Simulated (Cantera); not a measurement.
Input (Python, Cantera):

```python
import numpy as np
import cantera as ct

gas = ct.Solution("gri30.yaml")
gas.TPX = 1675, 13332, {'CH4': 0.033, 'H2': 1, 'CO2': 0.014}
reactor = ct.IdealGasConstPressureReactor(gas, energy="off", clone=False)
net = ct.ReactorNet([reactor])
net.rtol, net.atol = 1e-08, 1e-18
show = ['CH4', 'H2', 'CO2', 'C2H4', 'H', 'O2']
times = np.geomspace(1e-06, 100, 10)

steps = ct.SolutionArray(gas, extra=["t"])
rows = []
print(f"{'t/s':>10s}{'T/K':>9s}{'P/Pa':>11s}" + "".join(f"{s:>11s}" for s in show))
for t in times:
    while net.time < t:
        t_next = net.step()
        steps.append(gas.state, t=t_next)
    rows.append([np.interp(t, steps.t, y) for y in (steps.T, steps.P, *steps(*show).X.T)])
    print(f"{t:10.3e}{rows[-1][0]:9.1f}{rows[-1][1]:11.4g}" + "".join(f"{x:11.3e}" for x in rows[-1][2:]))
rate = np.gradient(steps.T, steps.t)
print("integrator steps:", len(steps.t))
if steps.T.max() > steps.T[0] + 200:
    print(f"time of steepest temperature rise: {steps.t[rate.argmax()]:.4e} s")
gas.TPX = 1675, 13332, {'CH4': 0.033, 'H2': 1, 'CO2': 0.014}
gas.equilibrate("TP")
print(f"equilibrium (TP): T = {gas.T:.1f} K  " + "  ".join(f"{s} {gas[s].X[0]:.3e}" for s in show))
```

It prints:

```
       t/s      T/K       P/Pa        CH4         H2        CO2       C2H4          H         O2
 1.000e-06   1675.0  1.333e+04  3.152e-02  9.551e-01  1.337e-02  6.763e-17  5.737e-08  4.934e-22
 7.743e-06   1675.0  1.333e+04  3.152e-02  9.551e-01  1.337e-02  8.584e-14  4.853e-07  6.064e-21
 5.995e-05   1675.0  1.333e+04  3.152e-02  9.551e-01  1.337e-02  6.096e-11  3.965e-06  3.061e-19
 4.642e-04   1675.0  1.333e+04  3.150e-02  9.551e-01  1.336e-02  3.062e-08  3.081e-05  4.908e-17
 3.594e-03   1675.0  1.333e+04  3.135e-02  9.546e-01  1.303e-02  1.125e-05  1.973e-04  5.345e-15
 2.783e-02   1675.0  1.333e+04  3.015e-02  9.505e-01  8.400e-03  4.938e-05  2.864e-04  8.709e-14
 2.154e-01   1675.0  1.333e+04  2.308e-02  9.463e-01  2.930e-04  5.658e-05  2.916e-04  2.825e-13
 1.668e+00   1675.0  1.333e+04  8.178e-03  9.543e-01  5.344e-05  8.552e-05  3.065e-04  2.652e-13
 1.292e+01   1675.0  1.333e+04  2.996e-03  9.590e-01  4.768e-05  8.853e-05  3.134e-04  1.408e-13
 1.000e+02   1675.0  1.333e+04  1.928e-03  9.637e-01  1.012e-05  6.316e-05  3.143e-04  3.129e-15
integrator steps: 1039
equilibrium (TP): T = 1675.0 K  CH4 1.744e-03  H2 9.645e-01  CO2 1.234e-09  C2H4 5.876e-05  H 3.145e-04  O2 4.592e-23
```

Cantera simulation using GRI-Mech 3.0 (53 species, 325 reactions); the numbers are that mechanism's predictions, not measurements. GRI-Mech 3.0 stops at C3 and has no aromatics, soot or wall deposition, so with more carbon than oxygen in the feed, carbon stays in small species such as C2H2 where larger ones or solid carbon would form.
